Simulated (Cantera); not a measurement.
What does this Cantera script print?

```python
import numpy as np
import cantera as ct

gas_names = """
    CL CL2 H HCL H2 N NH NH2 NH3 N2 N2H2 N2H4 Si SiCL SiCL2 SiCL3 SiCL4 SiH SiHCL3 SiH2 SiH2CL2 SiH3
    SiH3CL SiH4 SiN Si2 Si2N Si3
""".split()
cond_names = """
    NH4CL(a) NH4CL(b) Si(cr) Si(L) Si3N4(a)
""".split()


# ... load() reads the species with a 1 bar reference pressure and builds the phases ...
atoms = {
    'Si': {'Si': 1},
    'HCl': {'H': 1, 'CL': 1},
    'N2': {'N': 2},
}
top_T = {'Si3N4(a)': 2400}  # K; cautious upper limits of use, not melting points


# ... equilibrate(T, P, feed) seeds the gas with the atoms and calls Mixture.equilibrate('TP', solver="vcs", rtol=1e-11, max_steps=5000) ...
results = []
T = 1125  # K
P = 300  # Pa
for m in [3.2, 5.5, 7.9, 10, 13, 15, 17, 20, 22, 25, 27]:
    feed = {'Si': 1, 'HCl': m, 'N2': 20}  # mol
    mix = equilibrate(T, P, feed)
    results.append((T, P, feed, dict(zip(mix.species_names, mix.species_moles))))

top = {s: max(r[3][s] / sum(r[3][g] for g in gas_names) for r in results) for s in gas_names}
cols = sorted((s for s in top if top[s] > 0.0001), key=lambda s: -top[s])[:7]
seen = [c for c in cond_names if any(r[3].get(c, 0) > 1e-12 for r in results)]
print("log10 of partial pressures in bar; condensed amounts in mol")
print(f"{'n(HCl)':>10s}" + "".join(f"{s[:9]:>10s}" for s in cols + seen))
for T, P, feed, n in results:
    ng = sum(n[g] for g in gas_names)
    print(f"{feed['HCl']:10.4g}" + "".join(f"{np.log10(max(n[s] / ng * P / 1e5, 1e-99)):10.3f}" for s in cols)
          + "".join(f"{n.get(c, 0):10.4g}" for c in seen))
```

It prints:

```
log10 of partial pressures in bar; condensed amounts in mol
    n(HCl)        N2       HCL        H2     SiCL4     SiCL3     SiCL2    SiHCL3  Si3N4(a)
       3.2    -2.585    -3.507    -4.235    -4.549    -6.060    -6.480    -7.037    0.2596
       5.5    -2.623    -3.333    -3.994    -4.306    -5.871    -6.346    -6.728    0.1924
       7.9    -2.659    -3.228    -3.847    -4.158    -5.754    -6.260    -6.537    0.1169
        10    -2.687    -3.166    -3.758    -4.069    -5.683    -6.206    -6.421   0.04797
        13    -2.727    -3.072    -3.731    -4.041    -5.734    -6.338    -6.460         0
        15    -2.753    -3.012    -3.757    -4.065    -5.832    -6.508    -6.570         0
        17    -2.778    -2.965    -3.781    -4.088    -5.914    -6.651    -6.665         0
        20    -2.813    -2.909    -3.815    -4.121    -6.020    -6.829    -6.787         0
        22    -2.835    -2.880    -3.837    -4.142    -6.081    -6.930    -6.859         0
        25    -2.865    -2.844    -3.867    -4.172    -6.162    -7.062    -6.955         0
        27    -2.885    -2.824    -3.886    -4.191    -6.211    -7.141    -7.014         0
```

Equilibrium computed with Cantera from the NASA thermochemical tables; the gas is ideal and each condensed phase is pure. N2 is the only nitrogen source here; it is nearly inert below about 1500 K, so the nitride shown seldom forms there in practice. The tables' values for SiCl3 are old estimates; treat these amounts as uncertain.
